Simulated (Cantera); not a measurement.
Adiabatic ignition

An adiabatic, constant-pressure homogeneous reactor starts with 34.6 % H2, 9.63 % O2, 36.0 % N2, 19.7 % H2O, equivalence ratio 1.8, at 1200 K and 18800 Torr.

Model: the H2/O2 subset of GRI-Mech 3.0, which has no nitrogen chemistry, integrated in Cantera. The hydrogen kinetics of GRI-Mech 3.0 are dated; newer H2 mechanisms differ, most at raised pressure. The pressure lies above the range GRI-Mech 3.0 was tuned for (to about 10 atm).

```json
[
 {"t (s)": "1.00e-6", "T (K)": "1200", "x H2": "0.346", "x O2": "0.0963", "x H2O": "0.197", "x H2O2": "3.14e-9", "x H": "8.54e-10", "x HO2": "1.21e-7", "x O": "7.25e-11"},
 {"t (s)": "3.88e-6", "T (K)": "1200", "x H2": "0.346", "x O2": "0.0963", "x H2O": "0.197", "x H2O2": "4.54e-8", "x H": "1.23e-9", "x HO2": "4.87e-7", "x O": "1.04e-10"},
 {"t (s)": "1.51e-5", "T (K)": "1200", "x H2": "0.346", "x O2": "0.0963", "x H2O": "0.197", "x H2O2": "6.37e-7", "x H": "4.02e-9", "x HO2": "2.48e-6", "x O": "3.42e-10"},
 {"t (s)": "5.84e-5", "T (K)": "1201", "x H2": "0.346", "x O2": "0.0962", "x H2O": "0.197", "x H2O2": "2.68e-5", "x H": "9.39e-8", "x HO2": "4.54e-5", "x O": "8.00e-9"},
 {"t (s)": "0.000227", "T (K)": "2464", "x H2": "0.169", "x O2": "6.47e-6", "x H2O": "0.430", "x H2O2": "3.56e-8", "x H": "0.00178", "x HO2": "2.49e-8", "x O": "6.19e-6"},
 {"t (s)": "0.000879", "T (K)": "2464", "x H2": "0.169", "x O2": "6.47e-6", "x H2O": "0.430", "x H2O2": "3.56e-8", "x H": "0.00178", "x HO2": "2.49e-8", "x O": "6.19e-6"},
 {"t (s)": "0.00341", "T (K)": "2464", "x H2": "0.169", "x O2": "6.47e-6", "x H2O": "0.430", "x H2O2": "3.56e-8", "x H": "0.00178", "x HO2": "2.49e-8", "x O": "6.19e-6"},
 {"t (s)": "0.0132", "T (K)": "2464", "x H2": "0.169", "x O2": "6.47e-6", "x H2O": "0.430", "x H2O2": "3.56e-8", "x H": "0.00178", "x HO2": "2.49e-8", "x O": "6.19e-6"},
 {"t (s)": "0.0514", "T (K)": "2464", "x H2": "0.169", "x O2": "6.47e-6", "x H2O": "0.430", "x H2O2": "3.56e-8", "x H": "0.00178", "x HO2": "2.49e-8", "x O": "6.19e-6"},
 {"t (s)": "0.199", "T (K)": "2464", "x H2": "0.169", "x O2": "6.47e-6", "x H2O": "0.430", "x H2O2": "3.56e-8", "x H": "0.00178", "x HO2": "2.49e-8", "x O": "6.19e-6"},
 {"t (s)": "0.773", "T (K)": "2464", "x H2": "0.169", "x O2": "6.47e-6", "x H2O": "0.430", "x H2O2": "3.56e-8", "x H": "0.00178", "x HO2": "2.49e-8", "x O": "6.19e-6"},
 {"t (s)": "3.00", "T (K)": "2464", "x H2": "0.169", "x O2": "6.47e-6", "x H2O": "0.430", "x H2O2": "3.56e-8", "x H": "0.00178", "x HO2": "2.49e-8", "x O": "6.19e-6"}
]
```
x: mole fraction; the columns are a selection and need not sum to one.

```yaml
time_of_steepest_temperature_rise: 0.154 ms
temperature at 3.00 s: 2464 K
equilibrium_temperature: 2464 K
x(H2) at 3.00 s: 0.169 (gas-phase equilibrium 0.169)
x(O2) at 3.00 s: 6.47e-6 (gas-phase equilibrium 6.47e-6)
x(H2O) at 3.00 s: 0.430 (gas-phase equilibrium 0.430)
```
